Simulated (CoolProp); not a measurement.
The numbers come from the reference Helmholtz-energy equation of state, Marx 1992 in CoolProp.

### Question
Give the vapour pressure (MPa), liquid density (kg/m³), vapour density (kg/m³), liquid cp (kJ/(kg K)) of saturated R113 at 417.7 K.

### Answer
```json
[
 {"T (K)": "417.7", "p (MPa)": "1.10", "liquid density (kg/m³)": "1220", "vapour density (kg/m³)": "77.1", "liquid cp (kJ/(kg K))": "1.10"}
]
```
